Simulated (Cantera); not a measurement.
An adiabatic, constant-pressure homogeneous reactor starts with CH₃OH : O₂ : N₂ = 1 : 0.625 : 2.35 (molar parts), at 1498 K and 7500 Torr. Integrator tolerance rtol = 1e-08.

Model: GRI-Mech 3.0 (53 species, 325 reactions), integrated in Cantera. GRI-Mech 3.0 was tuned for natural gas; its chemistry of methanol as a main component is partial and can be far from experiment.

Problem. What does this change do: pressure from 7500 Torr to 760 Torr?

Solution. 
```tsv
quantity	before	after
time of steepest temperature rise	24.3 µs	0.172 ms
temperature at 0.100 s	2483 K	2446 K
equilibrium temperature	2483 K	2446 K
x(CH₃OH) at 0.100 s	7.37e-12 (gas-phase equilibrium 7.56e-12)	<1e-12 (gas-phase equilibrium <1e-12)
x(O₂) at 0.100 s	4.33e-6 (gas-phase equilibrium 4.33e-6)	2.93e-5 (gas-phase equilibrium 2.93e-5)
x(N₂O) at 0.100 s	9.94e-9 (gas-phase equilibrium 9.94e-9)	7.65e-9 (gas-phase equilibrium 7.66e-9)
x(CH₄) at 0.100 s	1.28e-9 (gas-phase equilibrium 1.44e-9)	1.49e-11 (gas-phase equilibrium 1.69e-11)
x(NO) at 0.100 s	7.59e-5 (gas-phase equilibrium 7.59e-5)	0.000184 (gas-phase equilibrium 0.000184)
```
